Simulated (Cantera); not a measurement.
## Si + N2O + H2 (thermal oxidation and active oxidation of silicon)

Input: 1 mol Si, 0.024 mol N2O, 20 mol H2, held at 0.100 bar.

Cantera equilibrium calculation (NASA polynomials, part measured and part estimated; ideal gas, pure solids and liquids). Candidate condensed phases: H2O, Si, SiO2, Si2N2O, Si3N4; 35 gas species. Mutual solubility and eutectic melting of coexisting phases are not modelled. Gases not in the tables: Si2H6 and higher silanes. Rates play no part.

```csv
T (°C),log p H2,log p H,log p N2,log p SiO,log p Si,log p SiH2,log p SiH,n Si(s),n Si2N2O(s),n Si(l)
1077,-1.00,-6.12,-6.79,-6.79,-9.70,-7.76,-9.40,0.952,0.0240,0
1127,-1.00,-5.81,-6.22,-6.22,-9.08,-7.42,-8.89,0.952,0.0239,0
1177,-1.00,-5.52,-5.69,-5.69,-8.51,-7.11,-8.41,0.952,0.0236,0
1227,-1.00,-5.25,-5.19,-5.19,-7.98,-6.82,-7.97,0.953,0.0227,0
1277,-1.00,-5.00,-4.73,-4.73,-7.48,-6.55,-7.56,0.956,0.0203,0
1327,-1.00,-4.76,-4.30,-4.30,-7.01,-6.30,-7.17,0.962,0.0140,0
1377,-1.00,-4.54,-3.92,-3.92,-6.57,-6.06,-6.81,0.976,0,0
1427,-1.00,-4.33,-3.92,-3.92,-6.17,-5.85,-6.48,0,0,0.976
1477,-1.00,-4.13,-3.92,-3.92,-5.82,-5.68,-6.20,0,0,0.975
1527,-1.00,-3.95,-3.92,-3.92,-5.50,-5.53,-5.94,0,0,0.975
1577,-1.00,-3.77,-3.92,-3.92,-5.19,-5.38,-5.70,0,0,0.973
1627,-1.00,-3.60,-3.92,-3.92,-4.90,-5.24,-5.46,0,0,0.972
1677,-1.00,-3.44,-3.92,-3.92,-4.62,-5.10,-5.24,0,0,0.968
1727,-1.00,-3.29,-3.92,-3.92,-4.36,-4.98,-5.03,0,0,0.963
```
log p: log10 of the partial pressure in bar; n: condensed amount in mol.

From 1077 °C to 1327 °C the condensed part is Si(s) + Si2N2O(s). At 1377 °C the condensed part is Si(s). From 1427 °C to 1727 °C the condensed part is Si(l). The main Si-bearing gas is SiO throughout.
